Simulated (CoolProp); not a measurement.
Vapour-liquid equilibrium of propane (1) + isopentane (2) at 25.95 °C; x and y are mole fractions of (1).

Model: multi-fluid Helmholtz-energy mixture model, Lemmon 2009 and Lemmon 2006; pair parameters Kunz 2012, in CoolProp.

| x | bubble pressure (MPa) | y at the bubble point | dew pressure at overall composition x (MPa) | liquid density (mol/L) |
|---|---|---|---|---|
| 0.05 | 0.1457 | 0.367 | 0.09969 | 8.598 |
| 0.15 | 0.2397 | 0.640 | 0.1108 | 8.802 |
| 0.25 | 0.3270 | 0.756 | 0.1246 | 9.040 |
| 0.35 | 0.4108 | 0.823 | 0.1423 | 9.307 |
| 0.45 | 0.4933 | 0.869 | 0.1657 | 9.599 |
| 0.55 | 0.5757 | 0.903 | 0.1980 | 9.907 |
| 0.65 | 0.6591 | 0.930 | 0.2454 | 10.22 |
| 0.75 | 0.7443 | 0.952 | 0.3209 | 10.53 |
| 0.85 | 0.8325 | 0.972 | 0.4560 | 10.81 |
| 0.95 | 0.9258 | 0.991 | 0.7355 | 11.04 |

No azeotrope shows between x = 0.05 and 0.95.

Pair parameters are fitted to limited data, so mixtures are less certain than the pure fluids. The gap from Raoult's law changes sign with composition, which may be real or a fault of the pair parameters; it wasn't checked against measurements.
